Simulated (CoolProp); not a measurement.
The fluid at 298.15 K and 0.303 MPa is throttled through a valve to 0.00664 MPa with no heat exchange. The same conditions are run with several fluids, on thermodynamics alone (safety and materials aside).

The numbers come from the reference Helmholtz-energy equation of state of each fluid (dimethyl carbonate: Zhou 2011; R1233zd(E): Akasaka 2022; cyclopentane: Gedanitz 2015; isohexane: Lemmon 2006; tetrahydrofuran: Fiedler 2023) in CoolProp.

```json
[
 {"fluid": "dimethyl carbonate", "temperature change (K)": "-1.7", "final phase": "two-phase, vapour fraction 0.008", "final density (kg/m³)": "29.6"},
 {"fluid": "R1233zd(E)", "temperature change (K)": "-62.9", "final phase": "two-phase, vapour fraction 0.323", "final density (kg/m³)": "1.38"},
 {"fluid": "cyclopentane", "temperature change (K)": "-39.8", "final phase": "two-phase, vapour fraction 0.159", "final density (kg/m³)": "1.37"},
 {"fluid": "isohexane", "temperature change (K)": "-30.7", "final phase": "two-phase, vapour fraction 0.182", "final density (kg/m³)": "1.42"},
 {"fluid": "tetrahydrofuran", "temperature change (K)": "-24.3", "final phase": "two-phase, vapour fraction 0.089", "final density (kg/m³)": "2.37"}
]
```
